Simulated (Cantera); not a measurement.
A closed system holds: 1 mol B, 23 mol N2, 19 mol H2, at 1927 °C and 0.140 bar.

These are equilibrium values from Cantera (NASA tables, ideal gas, pure condensed phases), not measurements of a reactor. Candidate condensed phases: B, BN; 15 gas species. The tables' values for BH2 are old estimates; treat these amounts as uncertain. Equilibrium is a limit: real reactors are often held back by kinetics, nucleation or transport.

Base state: N2 0.539, H2 0.450, H 0.0101, BH2 9.14e-5 (mole fractions); condensed: BN(s).

Q: What changes in the equilibrium state with this change: B replaced by B2O3?

A: 
```tsv
species	before	after
N2	0.539	0.531
H2	0.450	0.416
HBO	0	0.0146
HBO2	0	0.0130
H	0.0101	0.00971
B2O3	0	0.00611
BO	0	0.00414
H2O	0	0.00388
B2O2	0	0.00106
BN(s), mol	0.996	0
```
Further candidate phases: B2O3, B3O3H3, H2O.
